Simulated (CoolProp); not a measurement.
A single-stage vapour-compression cycle with propylene: evaporating at 194.15 K (dew point), condensing at 216.15 K (bubble point), superheat 8 K, subcooling 5 K, compressor efficiency 0.9, no pressure losses. Each further row changes one setting.

Model: reference Helmholtz-energy equation of state, Lemmon 2013, in CoolProp.

```tsv
case	cooling COP	pressure ratio	discharge temperature (K)	refrigerating effect (kJ/kg)	volumetric capacity (kJ/m³)
as stated	7.37	3.48	250.5	445	210
evaporating temperature 199.15 K	(withheld)	2.55	243.5	(withheld)	(withheld)
condensing temperature 211.15 K	9.69	2.69	240.2	456	215
subcooling 10 K	7.54	3.48	250.5	456	215
superheat 18 K	(withheld)	3.48	(withheld)	457	(withheld)
compressor efficiency 0.8	6.55	3.48	255.9	445	210
```

Problem. Some entries are withheld; supply them.

Solution. 
- evaporating temperature 199.15 K, cooling COP: 9.97
- evaporating temperature 199.15 K, refrigerating effect (kJ/kg): 451
- evaporating temperature 199.15 K, volumetric capacity (kJ/m³): 283
- superheat 18 K, cooling COP: 7.22
- superheat 18 K, discharge temperature (K): 261.3
- superheat 18 K, volumetric capacity (kJ/m³): 205
